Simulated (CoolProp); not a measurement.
Vapour-liquid equilibrium of CH2F2 (R32) (1) + R227EA (2) at 1.07 MPa; x and y are mole fractions of (1).

Values from CoolProp's multi-fluid Helmholtz-energy mixture model, Tillner-Roth 1997 and Lemmon 2016; pair parameters Bell 2016.

```
x     bubble temperature, mixture model (°C)  bubble temperature, Raoult's law (°C)  y, mixture model  y, Raoult's law
----  --------------------------------------  -------------------------------------  ----------------  ---------------
0.05                                    52.0                                   51.6             0.117            0.152
0.2                                     40.4                                   40.4             0.409            0.468
0.35                                    30.9                                   31.8             0.610            0.661
0.5                                     23.6                                   24.9             0.743            0.788
0.65                                    18.1                                   19.2             0.835            0.876
0.8                                     13.7                                   14.3             0.909            0.939
0.95                                    10.0                                   10.1             0.977            0.987
```

The largest gap from Raoult's law is -1.3 K in bubble temperature, at x = 0.5. No azeotrope shows between x = 0.05 and 0.95.

Pair parameters are fitted to limited data, so mixtures are less certain than the pure fluids. The gap from Raoult's law changes sign with composition, which may be real or a fault of the pair parameters; it wasn't checked against measurements.
